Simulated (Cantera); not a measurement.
Feed: 1 mol C2H4, 0.26 mol NH3, 2.9 mol H2, held at 6.80 bar.

Equilibrium computed with Cantera from the NASA thermochemical tables; the gas is ideal and each condensed phase is pure. Candidate condensed phases: C, C6H6, C7H8, C8H18; 110 gas species. Ions and electrons are included (thermal ionisation). Kinetics and transport are ignored. All values below are at 4500 K.

Base state: H 0.640, H2 0.233, C2H 0.0267, C 0.0229, C3 0.0218, C2H2 (acetylene) 0.0143, C2 0.0123, HCN 0.00876 (mole fractions); condensed: gas only.

### Question
What changes in the equilibrium state with this change: pressure from 6.80 bar to 0.330 bar?

### Answer
| species | before | after |
|---|---|---|
| H | 0.640 | 0.834 |
| C | 0.0229 | 0.109 |
| H2 | 0.233 | 0.0192 |
| C2H2 (acetylene) | 0.0143 | 6.28e-5 |
| C2H | 0.0267 | 0.00185 |
| C3 | 0.0218 | 0.00554 |
| C2 | 0.0123 | 0.0135 |
| C4H2 | 0.000355 | 8.33e-8 |
| C2H3 (vinyl) | 1.23e-5 | 3.43e-9 |
| CH3 | 7.49e-5 | 9.02e-8 |
| C2H2 (vinylidene) | 0.000423 | 1.86e-6 |
| C5 | 0.000450 | 6.08e-6 |
